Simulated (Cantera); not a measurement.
A perfectly stirred reactor is fed with CH₄ : CO₂ = 1 : 1.4 (molar parts), at 1600000 Pa; it is held at 1848 K, and followed from long to short residence time.

Cantera simulation using GRI-Mech 3.0 (53 species, 325 reactions); the numbers are that mechanism's predictions, not measurements. The pressure lies above the range GRI-Mech 3.0 was tuned for (to about 10 atm).

**Question.** What does this change do: pressure from 1600000 Pa to 390000 Pa?

**Answer.** 
```csv
quantity,before,after
x(CH₄) at τ = 0.730 s,0.0122,0.00942
x(CO₂) at τ = 0.730 s,0.0316,0.0345
x(H₂O) at τ = 0.730 s,0.0869,0.0942
x(CH₃) at τ = 0.730 s,5.48e-5,8.59e-5
x(C₂H₆) at τ = 0.730 s,3.80e-6,1.82e-6
x(CH₄) at τ = 14.0 ms,0.0437,0.0464
x(CO₂) at τ = 14.0 ms,0.106,0.133
x(H₂O) at τ = 14.0 ms,0.184,0.196
x(CH₃) at τ = 14.0 ms,0.000243,0.000520
x(C₂H₆) at τ = 14.0 ms,5.96e-5,6.67e-5
```
